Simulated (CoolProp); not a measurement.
Properties of CH3F (R41) along the isobar 12.7 MPa.

The numbers come from the reference Helmholtz-energy equation of state, Lemmon 2006 in CoolProp. It is a short technical equation, of lower accuracy than the large ones.

```json
[
 {"T (°C)": "-120.95", "phase": "liquid", "density (kg/m³)": "975.2", "cv (kJ/(kg K))": "1.406", "fugacity coefficient": "0.0005057"},
 {"T (°C)": "-89.35", "phase": "liquid", "density (kg/m³)": "917.9", "cv (kJ/(kg K))": "1.303", "fugacity coefficient": "0.005536"},
 {"T (°C)": "-57.65", "phase": "liquid", "density (kg/m³)": "856.6", "cv (kJ/(kg K))": "1.236", "fugacity coefficient": "0.02708"},
 {"T (°C)": "-26.05", "phase": "liquid", "density (kg/m³)": "789.0", "cv (kJ/(kg K))": "1.200", "fugacity coefficient": "0.08107"},
 {"T (°C)": "5.55", "phase": "liquid", "density (kg/m³)": "710.4", "cv (kJ/(kg K))": "1.192", "fugacity coefficient": "0.1773"},
 {"T (°C)": "37.25", "phase": "liquid", "density (kg/m³)": "611.2", "cv (kJ/(kg K))": "1.214", "fugacity coefficient": "0.3121"},
 {"T (°C)": "68.85", "phase": "supercritical", "density (kg/m³)": "464.9", "cv (kJ/(kg K))": "1.279", "fugacity coefficient": "0.4644"},
 {"T (°C)": "100.45", "phase": "supercritical", "density (kg/m³)": "280.5", "cv (kJ/(kg K))": "1.306", "fugacity coefficient": "0.5967"}
]
```
